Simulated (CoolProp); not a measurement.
Vapour-liquid equilibrium of n-octane (1) + p-xylene (2) at 318 K; x and y are mole fractions of (1).

Computed with CoolProp (multi-fluid Helmholtz-energy mixture model, Beckmüller 2019 and Zhou 2012; pair parameters Bell 2016).

```
x      bubble pressure (bar)  y at the bubble point  dew pressure at overall composition x (bar)  liquid density (mol/L)
-----  ---------------------  ---------------------  -------------------------------------------  ----------------------
0.05                 0.03585                  0.101                                            …                   7.783
0.125                0.03840                  0.223                                      0.03633                   7.604
0.2                  0.04056                  0.320                                      0.03791                   7.433
0.275                0.04242                  0.402                                      0.03955                   7.269
0.35                 0.04405                      …                                      0.04124                   7.111
0.425                0.04548                  0.541                                      0.04293                   6.960
0.5                  0.04676                  0.602                                      0.04460                   6.814
0.575                0.04792                  0.662                                            …                   6.674
0.65                 0.04896                  0.720                                      0.04769                   6.539
0.725                0.04991                  0.778                                      0.04905                   6.410
0.8                        …                  0.837                                      0.05024                   6.285
0.875                0.05155                  0.897                                      0.05128                   6.164
0.95                 0.05226                      …                                      0.05217                   6.048
```

### Question
Fill in the missing entries.

### Answer

- 0.05, dew pressure at overall composition x (bar): 0.03483
- 0.35, y at the bubble point: 0.475
- 0.575, dew pressure at overall composition x (bar): 0.04620
- 0.8, bubble pressure (bar): 0.05077
- 0.95, y at the bubble point: 0.958

No azeotrope shows between x = 0.05 and 0.95.

The pair parameters rest on a limited set of measurements; away from them the model extrapolates.
